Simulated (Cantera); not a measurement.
An isothermal, constant-pressure homogeneous reactor starts with C2H6 : N2 : H2O = 1 : 70 : 0.47 (molar parts), at 1375 K and 1.00 bar.

Model: GRI-Mech 3.0 (53 species, 325 reactions), integrated in Cantera. GRI-Mech 3.0 stops at C3 and has no aromatics, soot or wall deposition, so with more carbon than oxygen in the feed, carbon stays in small species such as C2H2 where larger ones or solid carbon would form.

One state of this run: x C2H6 = 3.93e-7; x CH3 = 1.08e-6; x C2H4 = 0.000317; x CH2 = 4.25e-11; x H = 5.39e-7; x CH4 = 0.00243; x H2 = 0.0241. x: mole fraction; the columns are a selection and need not sum to one.

### Question
Which value of t (s) does it belong to?
A) 300
B) 4.00e-6
C) 3.86e-5
D) 31.1

### Answer
D, 31.1
